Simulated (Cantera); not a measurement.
Input (Python, Cantera):

```python
import numpy as np
import cantera as ct

gas = ct.Solution("gri30.yaml")
gas.TPX = 398, 950000, {'CH4': 1, 'O2': 1.43, 'N2': 5.37}
flame = ct.FreeFlame(gas, width=0.0083)
flame.set_refine_criteria(ratio=3, slope=0.08, curve=0.16)
flame.transport_model = "mixture-averaged"
flame.solve(loglevel=0, auto=True)
z, T = flame.grid, flame.T
thick = (T[-1] - T[0]) / np.gradient(T, z).max()
show = ['CH4', 'O2', 'C2H4', 'CH3', 'CH2CO', 'O']
print(f"laminar burning velocity  {flame.velocity[0] * 100:.3f} cm/s")
print(f"burnt temperature         {T[-1]:.1f} K")
print(f"thermal thickness         {thick * 1e3:.4f} mm")
print(f"grid points               {len(z)}")
z0 = z[flame.heat_release_rate.argmax()]
print(f"{'z/mm':>9s}{'T/K':>9s}{'u/(m/s)':>9s}" + "".join(f"{s:>11s}" for s in show))
rows = []
for k in (-3, -2, -1.5, -1, -0.5, -0.25, 0, 0.25, 0.5, 1, 2, 4, 8):
    zz = z0 + k * thick
    rows.append([k * thick, np.interp(zz, z, T), np.interp(zz, z, flame.velocity),
                 *(np.interp(zz, z, flame.X[gas.species_index(s)]) for s in show)])
    print(f"{rows[-1][0] * 1e3:9.3f}{rows[-1][1]:9.1f}{rows[-1][2]:9.3f}" + "".join(f"{x:11.3e}" for x in rows[-1][3:]))
```

Output:

```
laminar burning velocity  11.309 cm/s
burnt temperature         2052.8 K
thermal thickness         0.1815 mm
grid points               128
     z/mm      T/K  u/(m/s)        CH4         O2       C2H4        CH3      CH2CO          O
   -0.544    398.8    0.114  1.278e-01  1.828e-01  1.507e-07  6.252e-11  1.097e-08  1.017e-17
   -0.363    407.4    0.117  1.265e-01  1.815e-01  2.942e-06  7.420e-10  2.908e-07  3.789e-15
   -0.272    436.7    0.126  1.238e-01  1.788e-01  1.721e-05  3.696e-09  2.046e-06  7.182e-14
   -0.181    582.4    0.170  1.128e-01  1.666e-01  1.381e-04  7.095e-08  2.159e-05  5.378e-12
   -0.091   1080.0    0.321  7.643e-02  1.179e-01  9.141e-04  2.782e-05  1.889e-04  1.057e-07
   -0.045   1477.2    0.444  4.556e-02  7.267e-02  1.766e-03  3.700e-04  4.256e-04  3.837e-06
    0.000   1831.9    0.555  1.814e-02  2.876e-02  1.568e-03  1.143e-03  4.325e-04  1.646e-05
    0.045   1996.1    0.606  7.390e-03  8.341e-03  4.264e-04  8.827e-04  1.407e-04  9.870e-06
    0.091   2045.7    0.621  4.531e-03  2.642e-03  1.217e-04  5.068e-04  5.111e-05  3.203e-06
    0.181   2065.1    0.627  2.886e-03  4.091e-04  3.076e-05  2.343e-04  1.606e-05  5.355e-07
    0.363   2064.8    0.628  1.800e-03  2.247e-05  1.175e-05  1.202e-04  7.808e-06  1.627e-07
    0.726   2059.9    0.628  9.867e-04  2.868e-07  4.850e-06  6.142e-05  4.034e-06  1.342e-07
    1.452   2055.6    0.628  3.988e-04  1.595e-07  1.278e-06  2.356e-05  1.246e-06  1.269e-07
```

Cantera simulation using GRI-Mech 3.0 (53 species, 325 reactions); the numbers are that mechanism's predictions, not measurements. Burning velocities carry a grid error of a few per cent, more on coarse grids.
